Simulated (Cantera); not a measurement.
A Cantera script and what it prints.

```python
import numpy as np
import cantera as ct

gas_names = """
    H H2 N NH NH2 NH3 N2 N2H2 N2H4 Si SiH SiH2 SiH3 SiH4 SiN Si2 Si2N Si3
""".split()
cond_names = """
    Si(cr) Si(L) Si3N4(a)
""".split()


# ... load() reads the species with a 1 bar reference pressure and builds the phases ...
atoms = {
    'Si3N4': {'Si': 3, 'N': 4},
    'H2': {'H': 2},
}
top_T = {'Si3N4(a)': 2400}  # K; cautious upper limits of use, not melting points


# ... equilibrate(T, P, feed) seeds the gas with the atoms and calls Mixture.equilibrate('TP', solver="vcs", rtol=1e-11, max_steps=5000) ...
results = []
feed = {'Si3N4': 1, 'H2': 3.5}  # mol
T = 2100  # K
P = 133.322  # Pa
mix = equilibrate(T, P, feed)
results.append((T, P, feed, dict(zip(mix.species_names, mix.species_moles))))
print(gas.report(threshold=1e-05))
for i in range(1, mix.n_phases):
    print(f"{mix.phase(i).name:16s} {mix.phase_moles(i):12.5e} mol")
```

Result:

```
       temperature   2100 K
          pressure   133.32 Pa
           density   9.8708e-05 kg/m^3
  mean mol. weight   12.927 kg/kmol
   phase of matter   gas

                          1 kg             1 kmol
                     ---------------   ---------------
          enthalpy        8.8864e+06        1.1488e+08  J
   internal energy        7.5357e+06        9.7416e+07  J
           entropy             21266         2.749e+05  J/K
    Gibbs function       -3.5771e+07       -4.6242e+08  J
 heat capacity c_p            2551.7             32987  J/K
 heat capacity c_v            1908.6             24672  J/K

                      mass frac. Y      mole frac. X     chem. pot. / RT
                     ---------------   ---------------   ---------------
                 H         0.0047971          0.061521           -13.456
                H2          0.081061           0.51979           -26.912
                N2           0.68174           0.31459           -34.883
                Si           0.21741           0.10007            -6.162
               SiH         0.0032164         0.0014292           -19.618
              SiH2        0.00022081         9.483e-05           -33.074
               SiN         0.0013843        0.00042516           -23.604
               Si2         0.0056654         0.0013039           -12.324
              Si2N         0.0027708        0.00051041           -29.766
               Si3         0.0017368        0.00026648           -18.486
     [   +8 minor]        9.7341e-08        7.6807e-08

Si(L)             2.32428e+00 mol
Si3N4(a)          0.00000e+00 mol
```

Equilibrium computed with Cantera from the NASA thermochemical tables; the gas is ideal and each condensed phase is pure. The tables' values for SiN are old estimates; treat these amounts as uncertain. Gases not in the tables: Si2H6 and higher silanes.
